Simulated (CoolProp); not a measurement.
Computed with CoolProp (reference Helmholtz-energy equation of state, Thol 2019).

For dodecamethylpentasiloxane (MD3M), give the phase and the density (kg/m³), cv (kJ/(kg K)), speed of sound (m/s), fugacity coefficient at 605.5 K and 4.74 MPa.


- 605.5 K and 4.74 MPa: liquid; density 571, cv 2.10, speed of sound 306, fugacity coefficient 0.180
